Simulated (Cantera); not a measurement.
**Si + HCl + H2 + CH4 (chlorosilane synthesis and conversion)**

Charge: 1 mol Si, 0.78 mol HCl, 9 mol H2, 0.082 mol CH4, held at 100 Torr.

Equilibrium computed with Cantera from the NASA thermochemical tables; the gas is ideal and each condensed phase is pure. Candidate condensed phases: C, C6H6, C7H8, C8H18, Si, SiC; 109 gas species. Mutual solubility and eutectic melting of coexisting phases are not modelled. The tables' values for SiCl3, SiCl are old estimates; treat these amounts as uncertain. Gases not in the tables: Si2H6 and higher silanes. Equilibrium is a limit: real reactors are often held back by kinetics, nucleation or transport.

From 500 K to 1600 K the condensed part is Si(s) + SiC(s). At 1700 K the condensed part is Si(l) + SiC(s). The main Si-bearing gas is SiCl4 at 500 K and SiCl2 at 1700 K. The share of Si in condensed phases is highest at 1400 K (88.9 %) and lowest at 500 K (78.1 %).

```json
[
 {"T (K)": "500", "x H2": "0.977", "x HCl": "2.12e-6", "x SiCl4": "0.0129", "x SiCl2": "1.05e-12", "x SiHCl3": "0.00943", "x SiCl3": "1.12e-9", "n Si(s)": "0.699", "n SiC(s)": "0.0818", "n Si(l)": "0"},
 {"T (K)": "600", "x H2": "0.977", "x HCl": "3.88e-5", "x SiCl4": "0.0131", "x SiCl2": "6.81e-10", "x SiHCl3": "0.00906", "x SiCl3": "7.97e-8", "n Si(s)": "0.700", "n SiC(s)": "0.0819", "n Si(l)": "0"},
 {"T (K)": "700", "x H2": "0.977", "x HCl": "0.000305", "x SiCl4": "0.0133", "x SiCl2": "6.81e-8", "x SiHCl3": "0.00868", "x SiCl3": "1.66e-6", "n Si(s)": "0.701", "n SiC(s)": "0.0819", "n Si(l)": "0"},
 {"T (K)": "800", "x H2": "0.977", "x HCl": "0.00142", "x SiCl4": "0.0133", "x SiCl2": "2.11e-6", "x SiHCl3": "0.00827", "x SiCl3": "1.59e-5", "n Si(s)": "0.704", "n SiC(s)": "0.0819", "n Si(l)": "0"},
 {"T (K)": "900", "x H2": "0.974", "x HCl": "0.00460", "x SiCl4": "0.0128", "x SiCl2": "2.95e-5", "x SiHCl3": "0.00770", "x SiCl3": "8.89e-5", "n Si(s)": "0.713", "n SiC(s)": "0.0819", "n Si(l)": "0"},
 {"T (K)": "1000", "x H2": "0.969", "x HCl": "0.0115", "x SiCl4": "0.0114", "x SiCl2": "0.000230", "x SiHCl3": "0.00681", "x SiCl3": "0.000330", "n Si(s)": "0.730", "n SiC(s)": "0.0820", "n Si(l)": "0"},
 {"T (K)": "1100", "x H2": "0.961", "x HCl": "0.0230", "x SiCl4": "0.00873", "x SiCl2": "0.00112", "x SiHCl3": "0.00537", "x SiCl3": "0.000839", "n Si(s)": "0.757", "n SiC(s)": "0.0820", "n Si(l)": "0"},
 {"T (K)": "1200", "x H2": "0.949", "x HCl": "0.0375", "x SiCl4": "0.00492", "x SiCl2": "0.00350", "x SiHCl3": "0.00338", "x SiCl3": "0.00140", "n Si(s)": "0.785", "n SiC(s)": "0.0820", "n Si(l)": "0"},
 {"T (K)": "1300", "x H2": "0.939", "x HCl": "0.0491", "x SiCl4": "0.00171", "x SiCl2": "0.00685", "x SiHCl3": "0.00149", "x SiCl3": "0.00141", "n Si(s)": "0.803", "n SiC(s)": "0.0820", "n Si(l)": "0"},
 {"T (K)": "1400", "x H2": "0.935", "x HCl": "0.0540", "x SiCl4": "0.000403", "x SiCl2": "0.00922", "x SiHCl3": "0.000493", "x SiCl3": "0.000935", "n Si(s)": "0.807", "n SiC(s)": "0.0820", "n Si(l)": "0"},
 {"T (K)": "1500", "x H2": "0.934", "x HCl": "0.0551", "x SiCl4": "8.90e-5", "x SiCl2": "0.0104", "x SiHCl3": "0.000156", "x SiCl3": "0.000541", "n Si(s)": "0.806", "n SiC(s)": "0.0820", "n Si(l)": "0"},
 {"T (K)": "1600", "x H2": "0.933", "x HCl": "0.0549", "x SiCl4": "2.20e-5", "x SiCl2": "0.0111", "x SiHCl3": "5.40e-5", "x SiCl3": "0.000316", "n Si(s)": "0.803", "n SiC(s)": "0.0820", "n Si(l)": "0"},
 {"T (K)": "1700", "x H2": "0.933", "x HCl": "0.0547", "x SiCl4": "6.27e-6", "x SiCl2": "0.0115", "x SiHCl3": "2.07e-5", "x SiCl3": "0.000191", "n Si(s)": "0", "n SiC(s)": "0.0820", "n Si(l)": "0.801"}
]
```
x: gas mole fraction; n: condensed amount in mol.
